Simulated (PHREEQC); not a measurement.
A solution holds 32 mmol/kgw NH4Cl, at 25 °C. Closed to the air; pH follows from the charge balance.

Computed with PHREEQC (ion-association model, wateq4f.dat).

* **pH**: 5.43
* **ionic strength**: 0.0320 mol/kgw

```json
[
 {"species": "Cl-", "molality": "0.0320", "activity": "0.0269", "log γ": "-0.075"},
 {"species": "NH4+", "molality": "0.0320", "activity": "0.0271", "log γ": "-0.072"},
 {"species": "H+", "molality": "4.21e-6", "activity": "3.67e-6", "log γ": "-0.060"},
 {"species": "NH3", "molality": "4.21e-6", "activity": "4.21e-6", "log γ": "0.000"},
 {"species": "OH-", "molality": "3.24e-9", "activity": "2.73e-9", "log γ": "-0.076"}
]
```

Precipitation was switched off in this run. Complexes and solids missing from the database can't appear.
